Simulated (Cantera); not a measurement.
Charge: 1 mol SiH4, 35 mol N2, 0.19 mol H2, held at 68.0 Pa.

Method: chemical equilibrium by Gibbs-energy minimisation in Cantera with the NASA 1993 tables (ideal gas, pure condensed phases). Candidate condensed phases: Si, Si3N4; 18 gas species. N2 is the only nitrogen source here; it is nearly inert below about 1500 K, so the nitride shown seldom forms there in practice. The tables' values for SiN are old estimates; treat these amounts as uncertain. The numbers say what is thermodynamically allowed, not how fast it happens.

x: gas mole fraction; n: condensed amount in mol.

```json
[
 {"T (K)": "748", "x N2": "0.940", "x H2": "0.0600", "x Si": "<1e-12", "x H": "(withheld)", "x Si2N": "<1e-12", "n Si3N4(s)": "0.333", "n Si(s)": "0", "n Si(l)": "0"},
 {"T (K)": "898", "x N2": "0.940", "x H2": "0.0600", "x Si": "<1e-12", "x H": "(withheld)", "x Si2N": "<1e-12", "n Si3N4(s)": "0.333", "n Si(s)": "0", "n Si(l)": "0"},
 {"T (K)": "1048", "x N2": "0.940", "x H2": "0.0600", "x Si": "<1e-12", "x H": "(withheld)", "x Si2N": "<1e-12", "n Si3N4(s)": "0.333", "n Si(s)": "0", "n Si(l)": "0"},
 {"T (K)": "1198", "x N2": "0.940", "x H2": "0.0600", "x Si": "2.28e-12", "x H": "(withheld)", "x Si2N": "<1e-12", "n Si3N4(s)": "0.333", "n Si(s)": "0", "n Si(l)": "0"},
 {"T (K)": "1348", "x N2": "0.940", "x H2": "0.0600", "x Si": "5.28e-9", "x H": "(withheld)", "x Si2N": "8.22e-12", "n Si3N4(s)": "0.333", "n Si(s)": "0", "n Si(l)": "0"},
 {"T (K)": "1498", "x N2": "0.940", "x H2": "0.0599", "x Si": "2.54e-6", "x H": "(withheld)", "x Si2N": "2.14e-8", "n Si3N4(s)": "0.333", "n Si(s)": "0", "n Si(l)": "0"},
 {"T (K)": "1648", "x N2": "0.940", "x H2": "0.0584", "x Si": "0.000379", "x H": "(withheld)", "x Si2N": "1.22e-5", "n Si3N4(s)": "0", "n Si(s)": "0.984", "n Si(l)": "0"},
 {"T (K)": "1798", "x N2": "0.935", "x H2": "0.0569", "x Si": "0.00454", "x H": "(withheld)", "x Si2N": "8.21e-5", "n Si3N4(s)": "0", "n Si(s)": "0", "n Si(l)": "0.818"},
 {"T (K)": "1948", "x N2": "0.912", "x H2": "0.0521", "x Si": "0.0250", "x H": "(withheld)", "x Si2N": "0.000186", "n Si3N4(s)": "0", "n Si(s)": "0", "n Si(l)": "0"}
]
```

Problem. Complete the blanks.

Solution. 
- 748, x H: 2.70e-12
- 898, x H: 1.03e-9
- 1048, x H: 7.25e-8
- 1198, x H: 1.79e-6
- 1348, x H: 2.17e-5
- 1498, x H: 0.000161
- 1648, x H: 0.000825
- 1798, x H: 0.00322
- 1948, x H: 0.00989
